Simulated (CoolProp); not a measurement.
CF4 (R14) at 293.15 K and 0.392 MPa is throttled through a valve to 0.13 MPa with no heat exchange. Each further row changes one setting.

Model: reference Helmholtz-energy equation of state, Platzer 1990, in CoolProp. This equation is an older, rougher fit.

```json
[
 {"case": "as stated", "temperature change (K)": "-1.5", "final density (kg/m³)": "4.74"},
 {"case": "outlet pressure 0.039 MPa", "temperature change (K)": "-2.0", "final density (kg/m³)": "1.42"},
 {"case": "outlet pressure 0.169 MPa", "temperature change (K)": "-1.3", "final density (kg/m³)": "6.17"}
]
```
